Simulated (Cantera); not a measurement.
Thermodynamics of silicon nitride deposition, feed SiH2Cl2 + NH3

Feed: 1 mol SiH2Cl2, a varied amount of NH3, at 1025 °C and 0.160 bar.

These are equilibrium values from Cantera (NASA tables, ideal gas, pure condensed phases), not measurements of a reactor. Candidate condensed phases: NH4Cl, Si, Si3N4; 28 gas species. The tables' values for SiCl3 are old estimates; treat these amounts as uncertain. The numbers say what is thermodynamically allowed, not how fast it happens.

| n(NH3) (mol) | x H2 | x HCl | x N2 | x SiCl4 | x SiCl2 | x SiHCl3 | x SiCl3 | x SiH2Cl2 | n Si3N4(s) |
|---|---|---|---|---|---|---|---|---|---|
| 0.73 | 0.678 | 0.157 | 2.50e-5 | 0.102 | 0.0231 | 0.0199 | 0.0199 | 0.000549 | 0.182 |
| 1 | 0.610 | 0.304 | 0.00356 | 0.0660 | 0.00357 | 0.00597 | 0.00627 | 7.61e-5 | 0.244 |
| 1.4 | 0.580 | 0.352 | 0.0321 | 0.0301 | 0.00116 | 0.00224 | 0.00241 | 2.35e-5 | 0.284 |
| 1.9 | 0.588 | 0.328 | 0.0665 | 0.0137 | 0.000612 | 0.00111 | 0.00118 | 1.26e-5 | 0.305 |
| 2.6 | 0.610 | 0.282 | 0.101 | 0.00521 | 0.000328 | 0.000509 | 0.000535 | 7.00e-6 | 0.319 |
| 3.6 | 0.637 | 0.226 | 0.134 | 0.00164 | 0.000168 | 0.000209 | 0.000215 | 3.74e-6 | 0.327 |
| 5 | 0.663 | 0.174 | 0.162 | 0.000467 | 8.40e-5 | 8.04e-5 | 8.10e-5 | 1.95e-6 | 0.331 |
| 6.9 | 0.684 | 0.131 | 0.184 | 0.000131 | 4.27e-5 | 3.08e-5 | 3.06e-5 | 1.02e-6 | 0.332 |
| 9.5 | 0.701 | 0.0981 | 0.201 | 3.67e-5 | 2.19e-5 | 1.18e-5 | 1.16e-5 | 5.37e-7 | 0.333 |
| 13 | 0.713 | 0.0731 | 0.213 | 1.05e-5 | 1.15e-5 | 4.61e-6 | 4.48e-6 | 2.86e-7 | 0.333 |
| 18 | 0.723 | 0.0535 | 0.223 | 2.85e-6 | 5.90e-6 | 1.74e-6 | 1.68e-6 | 1.49e-7 | 0.333 |
| 25 | 0.731 | 0.0389 | 0.231 | 7.65e-7 | 3.02e-6 | 6.48e-7 | 6.22e-7 | 7.73e-8 | 0.333 |
| 34 | 0.736 | 0.0288 | 0.236 | 2.24e-7 | 1.62e-6 | 2.57e-7 | 2.46e-7 | 4.18e-8 | 0.333 |
x: gas mole fraction; n: condensed amount in mol.

From 0.73 mol NH3 to 34 mol NH3 the condensed part is Si3N4(s). The main Si-bearing gas is SiCl4 at 0.73 mol NH3 and SiCl2 at 34 mol NH3.
